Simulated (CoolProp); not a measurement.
The numbers come from the reference Helmholtz-energy equation of state, Lemmon 2006 in CoolProp. It is a short technical equation, of lower accuracy than the large ones.

Q: For toluene, give the phase and the Joule-Thomson coefficient (K/MPa), conductivity (mW/(m K)), Prandtl number at 33.65 °C and 46.9 bar; 45.55 °C and 46.9 bar; 111.15 °C and 46.9 bar.

A: 
- 33.65 °C and 46.9 bar: liquid; Joule-Thomson coefficient -0.455, conductivity 130, Prandtl number 6.91
- 45.55 °C and 46.9 bar: liquid; Joule-Thomson coefficient -0.438, conductivity 126, Prandtl number 6.36
- 111.15 °C and 46.9 bar: liquid; Joule-Thomson coefficient -0.331, conductivity 109, Prandtl number 4.71

Viscosity comes from a separate model (Avgeri 2015). Thermal conductivity comes from a separate model (Assael 2012).
